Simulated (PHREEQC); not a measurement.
Make-up at 80 °C: 0.0079 mol/kgw CuSO4, 0.0081 mol/kgw HBF4 and 0.17 mol/kgw NaCl. Closed to the air; pH follows from the charge balance.

The numbers come from PHREEQC with the ion-association model, phreeqc.dat.

No solid was allowed to form.

Task: Estimate the pH.

Result: pH 2.45.

Task: In which forms is S present?

Result: SO4-2 53 %, HSO4- 27 %, NaSO4- 16 %, CuSO4 3.6 % of the S.

Species that the database lacks are ignored. Constants without temperature data keep their 25 °C values here. Real BF4- forms and hydrolyses slowly; the run takes it at equilibrium.
